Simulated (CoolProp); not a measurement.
n-octane at 572.94 K and 1.89 MPa is throttled through a valve to 0.207 MPa with no heat exchange. Each further row changes one setting.

Computed with CoolProp (reference Helmholtz-energy equation of state, Beckmüller 2019).

```tsv
case	temperature change (K)	final density (kg/m³)
as stated	[?]	[?]
outlet pressure 0.0621 MPa	[?]	[?]
outlet pressure 0.269 MPa	-17.8	[?]
```

Task: What belongs in the gaps?

Result: 
- as stated, temperature change (K): -18.4
- as stated, final density (kg/m³): 5.31
- outlet pressure 0.0621 MPa, temperature change (K): -19.6
- outlet pressure 0.0621 MPa, final density (kg/m³): 1.56
- outlet pressure 0.269 MPa, final density (kg/m³): 6.96
